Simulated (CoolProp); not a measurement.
Vapour-liquid equilibrium of R134a (1) + R123 (2) at -42.85 °C; x and y are mole fractions of (1).

Computed with CoolProp (multi-fluid Helmholtz-energy mixture model, Tillner-Roth 1994 and Younglove 1994; pair parameters Bell 2016).

```tsv
x	bubble pressure, mixture model (MPa)	bubble pressure, Raoult's law (MPa)	y, mixture model	y, Raoult's law
0.05	0.006126	0.005000	0.541	0.440
0.15	0.01210	0.009104	0.790	0.725
0.25	0.01743	0.01321	0.869	0.833
0.35	0.02207	0.01731	0.907	0.889
0.45	0.02607	0.02142	0.931	0.924
0.55	0.02955	0.02552	0.947	0.948
0.65	0.03270	0.02963	0.959	0.965
0.75	0.03571	0.03373	0.970	0.978
0.85	0.03878	0.03784	0.981	0.988
0.95	0.04214	0.04194	0.993	0.996
```

The largest gap from Raoult's law is +32.9 % in bubble pressure, at x = 0.15. No azeotrope shows between x = 0.05 and 0.95.

Pair parameters are fitted to limited data, so mixtures are less certain than the pure fluids.
